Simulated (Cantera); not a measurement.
A diamond (100) surface in a fixed gas of H2 with x(CH4) = 0.024, x(H) = 0.024, x(CH3) = 8.8e-05, 0.0360 bar; coverages are run to steady state.

Detailed kinetics in Cantera: the Harris–Goodwin 1993 mechanism for the reconstructed diamond (100) surface.

θ: site fractions in the mechanism's names (c6HH fully hydrogenated, c6H* and c6*H radical sites, c6** diradical, c6HM methylated).

| T (K) | growth (µm/h) | θ c6HH | θ c6H* | θ c6*H | θ c6** | θ c6HM |
|---|---|---|---|---|---|---|
| 925 | 1.15 | 0.665 | 0.0124 | 0.313 | 0.00548 | … |
| 1000 | 1.66 | 0.595 | 0.0185 | 0.374 | 0.00980 | … |
| 1075 | 2.17 | 0.530 | 0.0255 | 0.426 | 0.0160 | … |
| 1150 | 2.34 | 0.472 | 0.0333 | 0.469 | 0.0243 | … |
| 1225 | 1.85 | 0.421 | 0.0413 | 0.502 | 0.0346 | … |
| 1300 | 1.23 | 0.377 | 0.0495 | 0.526 | 0.0468 | … |
| 1375 | 0.988 | 0.338 | 0.0574 | 0.543 | 0.0608 | … |

Q: What belongs in the gaps?

A: 
- 925, θ c6HM: 0.00276
- 1000, θ c6HM: 0.00198
- 1075, θ c6HM: 0.00140
- 1150, θ c6HM: 0.000872
- 1225, θ c6HM: 0.000400
- 1300, θ c6HM: 0.000132
- 1375, θ c6HM: 3.76e-5
